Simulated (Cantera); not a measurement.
Feed: 1 mol Si2Cl6, 37 mol H2, at 49.0 mbar.

These are equilibrium values from Cantera (NASA tables, ideal gas, pure condensed phases), not measurements of a reactor. Candidate condensed phases: Si; 19 gas species. The feed counts by its element totals alone. The tables' values for SiCl3 are old estimates; treat these amounts as uncertain. Equilibrium is a limit: real reactors are often held back by kinetics, nucleation or transport. All values below are at 1223 K.

Base state: H2 0.906, HCl 0.0644, SiCl2 0.0111, SiCl4 0.0102, SiHCl3 0.00442, SiCl3 0.00377, SiH2Cl2 0.000256 (mole fractions); condensed: Si(s).

Problem. What changes in the equilibrium state with this change: pressure from 49.0 mbar to 24.0 mbar?

Solution. 
```csv
species,before,after
H2,0.906,0.899
HCl,0.0644,0.0719
SiCl2,0.0111,0.0140
SiCl4,0.0102,0.00786
SiH2Cl2,0.000256,0.000156
SiHCl3,0.00442,0.00303
SiCl3,0.00377,0.00372
"Si(s), mol",0.829,0.864
```
